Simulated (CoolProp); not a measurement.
A Linde-Hampson liquefier for carbon monoxide: isothermal reversible compression at 290 K from 1 atm to 15 MPa, throttling to 1 atm, return gas leaving the recuperator 5 K below the feed. Each further row changes one setting.

Values from CoolProp's reference Helmholtz-energy equation of state, Lemmon 2006. It is a short technical equation, of lower accuracy than the large ones.

| case | liquid yield per pass | compression work (kJ/kg of gas) |
|---|---|---|
| as stated | ___ | 428 |
| high pressure 30 MPa | ___ | ___ |
| warm-end temperature 320 K | ___ | 475 |
| warm-end gap 10 K | 0.055 | 428 |

### Question
Some entries are withheld; supply them.

### Answer

- as stated, liquid yield per pass: 0.066
- high pressure 30 MPa, liquid yield per pass: 0.101
- high pressure 30 MPa, compression work (kJ/kg of gas): 490
- warm-end temperature 320 K, liquid yield per pass: 0.047
